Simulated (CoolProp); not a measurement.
Vapour-liquid equilibrium of benzene (1) + n-heptane (2) at 54.95 °C; x and y are mole fractions of (1).

Computed with CoolProp (multi-fluid Helmholtz-energy mixture model, Thol 2012 and Span 2003; pair parameters Bell 2016).

```json
[
 {"x": "0.05", "bubble pressure (MPa)": "?", "y at the bubble point": "0.118", "dew pressure at overall composition x (MPa)": "0.02378", "liquid density (mol/L)": "6.660"},
 {"x": "0.2", "bubble pressure (MPa)": "0.02996", "y at the bubble point": "0.378", "dew pressure at overall composition x (MPa)": "0.02629", "liquid density (mol/L)": "7.098"},
 {"x": "0.35", "bubble pressure (MPa)": "0.03426", "y at the bubble point": "0.546", "dew pressure at overall composition x (MPa)": "0.02933", "liquid density (mol/L)": "7.592"},
 {"x": "0.5", "bubble pressure (MPa)": "0.03763", "y at the bubble point": "?", "dew pressure at overall composition x (MPa)": "0.03300", "liquid density (mol/L)": "?"},
 {"x": "0.65", "bubble pressure (MPa)": "0.04019", "y at the bubble point": "?", "dew pressure at overall composition x (MPa)": "0.03721", "liquid density (mol/L)": "8.802"},
 {"x": "0.8", "bubble pressure (MPa)": "0.04210", "y at the bubble point": "0.850", "dew pressure at overall composition x (MPa)": "?", "liquid density (mol/L)": "?"},
 {"x": "0.95", "bubble pressure (MPa)": "0.04335", "y at the bubble point": "0.956", "dew pressure at overall composition x (MPa)": "0.04330", "liquid density (mol/L)": "10.44"}
]
```

Task: Complete the blanks.

Result: 
- 0.05, bubble pressure (MPa): 0.02485
- 0.5, y at the bubble point: 0.665
- 0.5, liquid density (mol/L): 8.154
- 0.65, y at the bubble point: 0.760
- 0.8, dew pressure at overall composition x (MPa): 0.04113
- 0.8, liquid density (mol/L): 9.555

No azeotrope shows between x = 0.05 and 0.95.

The pair parameters rest on a limited set of measurements; away from them the model extrapolates.
